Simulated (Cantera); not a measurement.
A perfectly stirred reactor is fed with H2 : O2 : N2 = 1.4 : 1 : 11 (molar parts), at 0.220 bar; it is held at 1025 K, and followed from long to short residence time.

Cantera simulation using the H2/O2 subset of GRI-Mech 3.0, which has no nitrogen chemistry; the numbers are that mechanism's predictions, not measurements. The temperature is held fixed by assumption; the heat of reaction is taken as removed at once.

```csv
quantity,before,after
x(H2) at τ = 12.0 s,0.000110,5.68e-5
x(O2) at τ = 12.0 s,0.0237,0.0236
x(H) at τ = 12.0 s,2.70e-6,5.48e-6
x(O) at τ = 12.0 s,6.27e-6,2.08e-5
x(HO2) at τ = 12.0 s,1.84e-6,3.88e-7
x(H2) at τ = 43.0 ms,0.00338,0.00219
x(O2) at τ = 43.0 ms,0.0252,0.0242
x(H) at τ = 43.0 ms,0.000674,0.00140
x(O) at τ = 43.0 ms,0.000268,0.000874
x(HO2) at τ = 43.0 ms,6.43e-6,2.94e-6
```

Question: Name the change that produced these shifts.
(A) H2 1.4 to 3.3 parts
(B) pressure from 0.220 bar to 0.730 bar
(C) temperature 1025 to 1350 K
(D) pressure from 0.220 bar to 1.00 bar

Answer: C, temperature 1025 to 1350 K
